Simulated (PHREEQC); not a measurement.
Consider water at 35 °C with 1.5 mmol/kgw ZnCl2 and 0.024 mmol/kgw Na2HAsO4. Closed to the air; pH follows from the charge balance.

Model: ion-association model, wateq4f.dat, run in PHREEQC.

| quantity | before | after |
|---|---|---|
| pH | 6.74 | 6.61 |
| H2AsO4- (mol/kgw) | 1.61e-5 | 1.74e-5 |
| ZnOH+ (mol/kgw) | 1.48e-5 | 1.60e-5 |
| ZnCl+ (mol/kgw) | 1.36e-5 | 2.90e-5 |
| HAsO4-2 (mol/kgw) | 7.88e-6 | 6.65e-6 |
| ZnOHCl (mol/kgw) | 5.53e-7 | 8.67e-7 |
| SI of Zincite(c) (ZnO) | -0.10 | -0.20 |

Q: What was changed between the two runs?
A) 0.00019 mol/kgw Na2SO4 added
B) ZnCl2 from 0.0015 to 0.00225 mol/kgw
C) diluted 2-fold with water
D) temperature from 35 to 25 °C

A: B, ZnCl2 from 0.0015 to 0.00225 mol/kgw

Precipitation was switched off in this run. The database has no arsenate complexes of Zn.
